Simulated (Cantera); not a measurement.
A closed system holds: 1 mol FeCl3, a varied amount of H2, equilibrated at 775 K and 133 Pa.

Cantera equilibrium calculation (NASA polynomials, part measured and part estimated; ideal gas, pure solids and liquids). Candidate condensed phases: Fe, FeCl2, FeCl3; 11 gas species. Equilibrium is a limit: real reactors are often held back by kinetics, nucleation or transport.

Question: At 12 mol H2, list the 4 most abundant gas species with their mole fractions, and the condensed phases.

Answer: H2 0.780, HCl 0.217, FeCl2 0.00240, Fe2Cl4 1.34e-5. Condensed: Fe(α).
